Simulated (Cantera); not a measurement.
Mixture: CH4 : CO : O2 : N2 = 1 : 0.65 : 3.02 : 11.4 (molar parts), equivalence ratio 0.77, at 0.530 bar, adiabatic and at constant pressure. Ignition delay is the time to a rise of 400 K.

Model: GRI-Mech 3.0 (53 species, 325 reactions), integrated in Cantera.

Task: At T0 = 1500 K, what is the delay, and which 5 reactions control it most (d ln τ / d ln k, from doubling and halving each rate constant)?

Result: The delay is 1.70 ms.
| reaction | d ln τ / d ln k | faster rate |
|---|---|---|
| CH3 + O2 <=> CH3O + O | -0.48 | shortens it |
| H + O2 <=> O + OH | -0.39 | shortens it |
| CH4 + H <=> CH3 + H2 | 0.30 | lengthens it |
| 2 CH3 (+M) <=> C2H6 (+M) | 0.30 | lengthens it |
| CH3 + HO2 <=> CH3O + OH | -0.17 | shortens it |
